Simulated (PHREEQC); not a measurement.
Synthetic water in mg/L, 25 °C, pH 6.08, pe 2.7:

```tsv
constituent	mg/L
Na	0.242
K	0.0189
Ca	0.0732
Mg	0.0452
Cl	0.14
S(6) as SO4	0.0972
Alkalinity as HCO3	0.716
Si as SiO2	0.0109
```

Na is adjusted to close the charge balance.
Valence states are taken as typed.

The numbers come from PHREEQC with the ion-association model, phreeqc.dat.

```csv
quantity,before,after
CO2 (mol/kgw),2.33e-5,3.41e-5
CO3-2 (mol/kgw),7.20e-10,4.28e-10
MgSO4 (mol/kgw),4.21e-10,2.43e-10
CaSO4 (mol/kgw),3.14e-10,2.68e-10
CaHCO3+ (mol/kgw),2.86e-10,1.79e-10
HSO4- (mol/kgw),8.04e-11,5.41e-11
SI of Quartz (SiO2),-2.76,-2.45
```

Q: What was changed between the two runs?
A) temperature from 25 to 5 °C at the same typed pH
B) S(6) from 0.0972 to 0.292 mg/L
C) pH from 6.08 to 6.58 at the same alkalinity

A: A, temperature from 25 to 5 °C at the same typed pH

This is a speciation only: nothing precipitates in the calculation. Constants without temperature data keep their 25 °C values here.
